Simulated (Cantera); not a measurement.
Input: 1 mol SiF4, 0.17 mol O3, 0.41 mol H2, held at 133 Pa.

These are equilibrium values from Cantera (NASA tables, ideal gas, pure condensed phases), not measurements of a reactor. Candidate condensed phases: H2O, Si, SiO2; 38 gas species. The tables hold silica as quartz up to 1696 K and as liquid above; real silica turns to tridymite and cristobalite and melts near 1996 K. The numbers say what is thermodynamically allowed, not how fast it happens.

Question: Which condensed phases are stable at each of these points (T (K)): 748, 823, 898, 973, 1048, 1123, 1198, 1273, 1348, 1423, 1498?

Answer: 
```
T (K)  condensed phases  Si condensed (%)
-----  ----------------  ----------------
748      SiO2(α-quartz)              12.9
823      SiO2(α-quartz)              15.4
898      SiO2(β-quartz)              17.2
973      SiO2(β-quartz)              18.3
1048     SiO2(β-quartz)              19.0
1123     SiO2(β-quartz)              19.5
1198     SiO2(β-quartz)              19.8
1273     SiO2(β-quartz)              20.0
1348     SiO2(β-quartz)              20.1
1423     SiO2(β-quartz)              20.2
1498     SiO2(β-quartz)              20.2
```

From 748 K to 823 K the condensed part is SiO2(α-quartz). From 898 K to 1498 K the condensed part is SiO2(β-quartz).
